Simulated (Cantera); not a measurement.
# Silicon oxide and oxynitride deposition: SiH4 + O2 + H2

Input: 1 mol SiH4, 0.86 mol O2, 99 mol H2, at 35000 Pa.

Cantera equilibrium calculation (NASA polynomials, part measured and part estimated; ideal gas, pure solids and liquids). Candidate condensed phases: H2O, Si, SiO2; 18 gas species. Mutual solubility and eutectic melting of coexisting phases are not modelled. Kinetics and transport are ignored.

```json
[
 {"T (°C)": "277", "x H2": "1.00", "x SiH4": "1.24e-8", "x H": "<1e-12", "x SiO": "<1e-12", "x H2O": "<1e-12", "n Si(s)": "0.140", "n SiO2(α-quartz)": "0.860", "n SiO2(β-quartz)": "0"},
 {"T (°C)": "327", "x H2": "1.00", "x SiH4": "2.02e-8", "x H": "<1e-12", "x SiO": "<1e-12", "x H2O": "<1e-12", "n Si(s)": "0.140", "n SiO2(α-quartz)": "0.860", "n SiO2(β-quartz)": "0"},
 {"T (°C)": "377", "x H2": "1.00", "x SiH4": "3.02e-8", "x H": "<1e-12", "x SiO": "<1e-12", "x H2O": "<1e-12", "n Si(s)": "0.140", "n SiO2(α-quartz)": "0.860", "n SiO2(β-quartz)": "0"},
 {"T (°C)": "427", "x H2": "1.00", "x SiH4": "4.22e-8", "x H": "<1e-12", "x SiO": "<1e-12", "x H2O": "<1e-12", "n Si(s)": "0.140", "n SiO2(α-quartz)": "0.860", "n SiO2(β-quartz)": "0"},
 {"T (°C)": "477", "x H2": "1.00", "x SiH4": "5.60e-8", "x H": "<1e-12", "x SiO": "<1e-12", "x H2O": "<1e-12", "n Si(s)": "0.140", "n SiO2(α-quartz)": "0.860", "n SiO2(β-quartz)": "0"},
 {"T (°C)": "527", "x H2": "1.00", "x SiH4": "7.13e-8", "x H": "4.90e-12", "x SiO": "<1e-12", "x H2O": "1.98e-12", "n Si(s)": "0.140", "n SiO2(α-quartz)": "0.860", "n SiO2(β-quartz)": "0"},
 {"T (°C)": "577", "x H2": "1.00", "x SiH4": "8.80e-8", "x H": "3.46e-11", "x SiO": "<1e-12", "x H2O": "1.24e-11", "n Si(s)": "0.140", "n SiO2(α-quartz)": "0", "n SiO2(β-quartz)": "0.860"},
 {"T (°C)": "627", "x H2": "1.00", "x SiH4": "1.06e-7", "x H": "1.98e-10", "x SiO": "1.42e-11", "x H2O": "6.26e-11", "n Si(s)": "0.140", "n SiO2(α-quartz)": "0", "n SiO2(β-quartz)": "0.860"},
 {"T (°C)": "677", "x H2": "1.00", "x SiH4": "1.25e-7", "x H": "9.40e-10", "x SiO": "1.65e-10", "x H2O": "2.66e-10", "n Si(s)": "0.140", "n SiO2(α-quartz)": "0", "n SiO2(β-quartz)": "0.860"},
 {"T (°C)": "727", "x H2": "1.00", "x SiH4": "1.44e-7", "x H": "3.84e-9", "x SiO": "1.49e-9", "x H2O": "9.74e-10", "n Si(s)": "0.140", "n SiO2(α-quartz)": "0", "n SiO2(β-quartz)": "0.860"},
 {"T (°C)": "777", "x H2": "1.00", "x SiH4": "1.64e-7", "x H": "1.37e-8", "x SiO": "1.08e-8", "x H2O": "3.14e-9", "n Si(s)": "0.140", "n SiO2(α-quartz)": "0", "n SiO2(β-quartz)": "0.860"}
]
```
x: gas mole fraction; n: condensed amount in mol.

From 277 °C to 527 °C the condensed part is Si(s) + SiO2(α-quartz). From 577 °C to 777 °C the condensed part is Si(s) + SiO2(β-quartz). The main Si-bearing gas is SiH4 throughout.
